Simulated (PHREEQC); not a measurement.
2.1 g of hydrous ferric oxide (600 m²/g; 0.2 weak and 0.005 strong sites per Fe, Dzombak-Morel constants, diffuse double layer) in 1 kg of water with 0.001 mol/kgw of an inert sodium salt and 8.1 mmol/kgw NaF, at 25 °C; the pH is set by adding NaOH or the inert anion's acid. Oxygen alone is held at its pressure in air (log pO2 = -0.68). CO2 from the air is kept out. No solid was allowed to form.

The series has 17 steps of pH, from 4 to 12.

Model: ion-association model, wateq4f.dat, run in PHREEQC.

Q: At which pH does the surface charge pass through zero?

A: Near pH 7.8.

Species that the database lacks are ignored.
